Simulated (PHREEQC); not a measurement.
Alkaline etch or developer: an equilibrium model

Dissolve 0.036 mol NaOH, 0.012 mol NaAlO2 and 0.18 mol Na2CO3 per kg of water at 25 °C. Closed to the air; pH follows from the charge balance.

The numbers come from PHREEQC with the ion-association model, phreeqc.dat.

| Property | Result |
|---|---|
| pH | 12.37 |
| ionic strength | 0.378 mol/kgw |
| activity of water | 0.991 |
| specific conductance | 24000 µS/cm |
| density | 1.019 g/cm³ |
| total alkalinity | 444 meq/kg |

```tsv
species	molality	activity	log γ
Na+	0.303	0.219	-0.141
NaCO3-	0.105	0.0767	-0.136
CO3-2	0.0748	0.0188	-0.600
OH-	0.0363	0.0238	-0.184
Al(OH)4-	0.0120	0.00822	-0.164
HCO3-	0.000239	0.000169	-0.150
NaHCO3	1.91e-5	2.08e-5	0.038
Al(OH)3	1.70e-9	1.86e-9	0.038
```

This is a speciation only: nothing precipitates in the calculation. Saturation is exceeded, for instance for Gibbsite (slow to form); the values hold only as long as no solid forms.
